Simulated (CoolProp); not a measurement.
A single-stage vapour-compression cycle with R236EA: evaporating at 268.15 K (dew point), condensing at 326.15 K (bubble point), superheat 8 K, subcooling 2 K, compressor efficiency 0.75, no pressure losses. Each further row changes one setting.

Model: reference Helmholtz-energy equation of state, Rui 2013, in CoolProp.

```tsv
case	cooling COP	pressure ratio	discharge temperature (K)	refrigerating effect (kJ/kg)	volumetric capacity (kJ/m³)
as stated	2.56	7.90	332.6	107	457
evaporating temperature 273.15 K	2.95	6.34	332.1	111	582
condensing temperature 321.15 K	2.92	6.84	328.3	113	485
subcooling 7 K	2.72	7.90	332.6	113	485
superheat 18 K	2.64	7.90	342.9	115	474
compressor efficiency 0.65	2.22	7.90	339.1	107	457
```
